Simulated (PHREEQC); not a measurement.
Solution (20 °C): 0.012 mol/kgw NaHCO3, 0.081 mol/kgw NH3 and 0.068 mol/kgw NaCl. Closed to the air; pH follows from the charge balance.

Equilibrium calculation in PHREEQC: ion-association model, phreeqc.dat.

No solid was allowed to form.

Q: Estimate the pH, ionic strength.

A: pH 10.42; ionic strength 0.0927 mol/kgw.

Q: In which forms is N present?

A: NH3 89 %, NH4+ 11 % of the N.

Carbamate, which ammonia and carbonate form, is missing from the database.
